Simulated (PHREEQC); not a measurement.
1 kg of water holding 0.0039 mol/kgw Na2B4O7, 0.48 mol/kgw Na2SO4, 0.097 mol/kgw Na2CO3 and 0.024 mol/kgw NaCl is evaporated at 20 °C; the solids stay in contact with the brine. CO2 is held at log p = -3.4 (atm). The run lets Burkeite, Halite, Mirabilite, Nahcolite, Natron, Thenardite, Trona, Borax, Boric_acid,s, NaBO2:4H2O, NaB5O8:5H2O, Teepleite precipitate or redissolve, and no other solid.

The series has 13 steps of water left (kg), from 0.9995 to 0.007287.

The numbers come from PHREEQC with the Pitzer model, pitzer.dat.

### Question
Which solids form, in which order, and at which step of the series does each first stand?

### Answer
Mirabilite from water left = 0.2881 kg (pH 9.77); Trona from water left = 0.03629 kg (pH 10.01); Borax from water left = 0.007287 kg (pH 9.82).
